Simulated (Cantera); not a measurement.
Cantera with NASA thermochemical tables; ideal gases at 1 bar, condensed phases pure. Values are per mole of reaction as written; species without (g) are pure solids or liquids, kept so even where they would boil at 1 bar.

2 H(g) + 2 Cu(OH)2 ⇌ 3 H2O(g) + Cu2O, with ΔH° = -431.6 kJ and ΔS° = 212.2 J/K at 300 K.

**Question.** How far is the shortcut ΔG° ≈ ΔH°(300 K) − T·ΔS°(300 K) from the full temperature-dependent value at 673, 823, 973, 1123, 1273, 1423 K?

**Answer.** 
```tsv
T (K)	shortcut (kJ)	full (kJ)	difference (kJ)	difference in log10 K
673	-574.4	-562.4	-12.0	0.93
823	-606.2	-584.3	-21.9	1.39
973	-638.1	-604.0	-34.0	1.83
1123	-669.9	-622.0	-47.9	2.23
1273	-701.7	-638.6	-63.1	2.59
1423	-733.6	-654.1	-79.5	2.92
```
The shortcut ignores the heat-capacity change of the reaction.
